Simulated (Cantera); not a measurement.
Input (Python, Cantera) and output of one run.

```python
import numpy as np
import cantera as ct

gas_names = [...]  # 151 gases of nasa_gas.yaml made of C, H, N, O, Si
cond_names = """
    C(gr) C6H6(L) C7H8(L) C8H18(L),n-octa H2O(s) H2O(L) Si(cr) Si(L) SiC(b) SiO2(Lqz) SiO2(hqz) SiO2(L)
    Si2N2O(s) Si3N4(a)
""".split()


# ... load() reads the species with a 1 bar reference pressure and builds the phases ...
atoms = {
    'HMDSO': {'Si': 2, 'C': 6, 'H': 18, 'O': 1},
    'CO2': {'C': 1, 'O': 2},
    'N2': {'N': 2},
    'CH4': {'C': 1, 'H': 4},
}
top_T = {'C(gr)': 4500, 'SiC(b)': 3050, 'Si2N2O(s)': 2100, 'Si3N4(a)': 2400}  # K; cautious upper limits of use, not melting points


# ... equilibrate(T, P, feed) seeds the gas with the atoms and calls Mixture.equilibrate('TP', solver="vcs", rtol=1e-11, max_steps=5000) ...
results = []
feed = {'HMDSO': 1, 'CO2': 2.1, 'N2': 2.4, 'CH4': 0.00015}  # mol
P = 75000  # Pa
for T in [525, 625, 725, 825, 925, 1025, 1125, 1225, 1325, 1425, 1525, 1625, 1725, 1825]:
    mix = equilibrate(T, P, feed)
    results.append((T, P, feed, dict(zip(mix.species_names, mix.species_moles))))
    x = sorted(zip(gas.X, gas.species_names), reverse=True)
    print(f"T = {T:g} K  P = {P:g} Pa  gas = {mix.phase_moles(0):.4g} mol")
    print("   x: " + "  ".join(f"{s} {v:.3e}" for v, s in x if v > 1e-06))
    print("   condensed (mol): " + ("  ".join(f"{mix.phase(i).name} {mix.phase_moles(i):.4g}"
          for i in range(1, mix.n_phases) if mix.phase_moles(i) > 1e-12) or "none"))
```

It prints:

```
T = 525 K  P = 75000 Pa  gas = 7.599 mol
   x: CH4 5.040e-01  N2 3.157e-01  H2O 1.499e-01  H2 2.606e-02  CO2 4.019e-03  NH3 3.167e-04  CO 8.031e-06
   condensed (mol): C(gr) 4.24  SiO2(Lqz) 2
T = 625 K  P = 75000 Pa  gas = 7.938 mol
   x: CH4 4.422e-01  N2 3.021e-01  H2O 1.384e-01  H2 1.104e-01  CO2 6.272e-03  NH3 4.159e-04  CO 2.415e-04  C2H6 1.815e-06
   condensed (mol): C(gr) 4.538  SiO2(Lqz) 2
T = 725 K  P = 75000 Pa  gas = 8.76 mol
   x: CH4 3.126e-01  H2 2.850e-01  N2 2.738e-01  H2O 1.166e-01  CO2 8.750e-03  CO 2.839e-03  NH3 4.090e-04  C2H6 2.266e-06
   condensed (mol): C(gr) 5.26  SiO2(Lqz) 2
T = 825 K  P = 75000 Pa  gas = 10.05 mol
   x: H2 4.894e-01  N2 2.388e-01  CH4 1.625e-01  H2O 8.117e-02  CO 1.753e-02  CO2 1.038e-02  NH3 2.936e-04  C2H6 1.497e-06
   condensed (mol): C(gr) 6.188  SiO2(Lqz) 2
T = 925 K  P = 75000 Pa  gas = 11.34 mol
   x: H2 6.232e-01  N2 2.115e-01  CH4 6.608e-02  CO 5.452e-02  H2O 3.787e-02  CO2 6.700e-03  NH3 1.687e-04
   condensed (mol): C(gr) 6.656  SiO2(hqz) 2
T = 1025 K  P = 75000 Pa  gas = 12.13 mol
   x: H2 6.795e-01  N2 1.978e-01  CO 8.394e-02  CH4 2.546e-02  H2O 1.135e-02  CO2 1.818e-03  NH3 9.252e-05  HCN 2.812e-06
   condensed (mol): C(gr) 6.751  SiO2(hqz) 2
T = 1125 K  P = 75000 Pa  gas = 12.42 mol
   x: H2 7.000e-01  N2 1.931e-01  CO 9.270e-02  CH4 1.060e-02  H2O 3.130e-03  CO2 3.768e-04  NH3 5.358e-05  HCN 1.129e-05
   condensed (mol): C(gr) 6.812  SiO2(hqz) 2
T = 1225 K  P = 75000 Pa  gas = 12.52 mol
   x: H2 7.077e-01  N2 1.916e-01  CO 9.464e-02  CH4 4.932e-03  H2O 9.875e-04  CO2 8.996e-05  HCN 3.599e-05  NH3 3.331e-05
   condensed (mol): C(gr) 6.851  SiO2(hqz) 2
T = 1325 K  P = 75000 Pa  gas = 12.56 mol
   x: H2 7.109e-01  N2 1.910e-01  CO 9.510e-02  CH4 2.544e-03  H2O 3.648e-04  HCN 9.611e-05  CO2 2.619e-05  NH3 2.209e-05  H 1.592e-06
   condensed (mol): C(gr) 6.872  SiO2(hqz) 2
T = 1425 K  P = 75000 Pa  gas = 13.02 mol
   x: H2 6.880e-01  N2 1.671e-01  CO 1.431e-01  CH4 1.338e-03  H2O 2.242e-04  HCN 2.053e-04  CO2 2.050e-05  NH3 1.375e-05  H 6.534e-06  HNC 2.682e-06  C2H2,acetylene 2.425e-06
   condensed (mol): C(gr) 6.216  SiO2(hqz) 1.555  Si2N2O(s) 0.2223
T = 1525 K  P = 75000 Pa  gas = 14.59 mol
   x: H2 6.153e-01  CO 2.876e-01  N2 9.582e-02  CH4 6.478e-04  HCN 3.053e-04  H2O 1.909e-04  CO2 3.315e-05  H 2.143e-05  SiO 1.322e-05  C2H2,acetylene 7.439e-06  NH3 6.444e-06  HNC 5.581e-06
   condensed (mol): C(gr) 3.889  Si2N2O(s) 0.9999
T = 1625 K  P = 75000 Pa  gas = 14.59 mol
   x: H2 6.154e-01  CO 2.876e-01  N2 9.568e-02  HCN 5.784e-04  CH4 4.177e-04  H2O 9.931e-05  SiO 9.816e-05  H 6.391e-05  C2H2,acetylene 2.188e-05  CO2 1.493e-05  HNC 1.419e-05  NH3 4.899e-06
   condensed (mol): C(gr) 3.887  Si2N2O(s) 0.9993
T = 1725 K  P = 75000 Pa  gas = 14.6 mol
   x: H2 6.150e-01  CO 2.872e-01  N2 9.562e-02  HCN 1.016e-03  SiO 5.732e-04  CH4 2.833e-04  H 1.682e-04  C2H2,acetylene 5.666e-05  H2O 5.571e-05  HNC 3.235e-05  CO2 7.394e-06  NH3 3.843e-06  CH3 1.574e-06  C2H4 1.052e-06
   condensed (mol): C(gr) 3.884  Si2N2O(s) 0.9958
T = 1825 K  P = 75000 Pa  gas = 16.6 mol
   x: H2 5.405e-01  CO 3.114e-01  N2 1.436e-01  HCN 1.929e-03  SiO 1.857e-03  H 3.739e-04  CH4 1.553e-04  C2H2,acetylene 1.161e-04  HNC 7.736e-05  H2O 3.185e-05  CO2 4.681e-06  NH3 3.131e-06  CH3 2.169e-06
   condensed (mol): C(gr) 0.9226  SiC(b) 1.969
```

Cantera equilibrium calculation (NASA polynomials, part measured and part estimated; ideal gas, pure solids and liquids). The feed counts by its element totals alone. N2 is the only nitrogen source here; it is nearly inert below about 1500 K, so the nitride shown seldom forms there in practice. Mutual solubility and eutectic melting of coexisting phases are not modelled. The tables hold silica as quartz up to 1696 K and as liquid above; real silica turns to tridymite and cristobalite and melts near 1996 K.
